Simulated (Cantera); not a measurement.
Charge: 1 mol CCl4, 0.4 mol CH4, 17 mol H2, at 3175 K and 1.90e-5 bar.

Cantera equilibrium calculation (NASA polynomials, part measured and part estimated; ideal gas, pure solids and liquids). Candidate condensed phases: C, C6H6, C7H8, C8H18; 91 gas species. Rates play no part.

Base state: H 0.868, Cl 0.0976, C 0.0340, H2 0.000208, C2 7.02e-5, HCl 3.46e-5 (mole fractions); condensed: gas only.

**Question.** What changes in the equilibrium state with this change: temperature from 3175 K to 2000 K?

**Answer.** 
| species | before | after |
|---|---|---|
| H2 | 0.000208 | 0.553 |
| H | 0.868 | 0.277 |
| HCl | 3.46e-5 | 0.123 |
| C | 0.0340 | 1.60e-6 |
| Cl | 0.0976 | 0.0461 |
| C2H2 (acetylene) | <1e-9 | 0.000425 |
| C2 | 7.02e-5 | 1.23e-7 |
| C(graphite), mol | 0 | 1.38 |
